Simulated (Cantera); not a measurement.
An isothermal, constant-pressure homogeneous reactor starts with H₂ : O₂ = 0.014 : 1 (molar parts), at 1123 K and 20.0 Torr.

Cantera simulation using the H2/O2 subset of GRI-Mech 3.0, which has no nitrogen chemistry; the numbers are that mechanism's predictions, not measurements. Radical loss at walls, strong at low pressure, is not modelled.

x: mole fraction; the columns are a selection and need not sum to one.

```tsv
t (s)	x H₂	x O₂	x H	x HO₂	x OH
6.00e-5	0.0138	0.986	1.60e-10	3.18e-10	1.67e-10
0.000270	0.0138	0.986	5.33e-10	1.44e-9	…
0.00121	0.0138	0.986	2.51e-8	8.12e-9	…
0.00545	0.000877	0.976	0.00139	4.72e-6	…
0.0245	4.28e-5	0.981	0.000282	2.41e-6	…
0.110	7.07e-6	0.985	1.94e-5	9.87e-7	…
0.495	5.34e-7	0.986	4.33e-7	1.92e-7	…
2.22	4.20e-8	0.986	1.03e-8	2.53e-8	…
10.0	4.91e-9	0.986	4.33e-10	4.07e-9	…
```

### Question
Fill in the missing entries.

### Answer

- 0.000270, x OH: 1.53e-9
- 0.00121, x OH: 9.22e-8
- 0.00545, x OH: 0.00150
- 0.0245, x OH: 0.000562
- 0.110, x OH: 0.000230
- 0.495, x OH: 6.53e-5
- 2.22, x OH: 1.88e-5
- 10.0, x OH: 6.55e-6
